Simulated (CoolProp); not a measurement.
Vapour-liquid equilibrium of propane (1) + n-pentane (2) at 620 kPa; x and y are mole fractions of (1).

Values from CoolProp's multi-fluid Helmholtz-energy mixture model, Lemmon 2009 and Thol 2019; pair parameters Kunz 2012.

Give the bubble temperature and the first vapour's composition at x = 0.05, 0.45, 0.75. Is there an azeotrope?

x = 0.05: 90.8 °C, y = 0.233; x = 0.45: 36.8 °C, y = 0.882; x = 0.75: 19.1 °C, y = 0.967. No azeotrope shows between x = 0.05 and 0.95.

Pair parameters are fitted to limited data, so mixtures are less certain than the pure fluids.
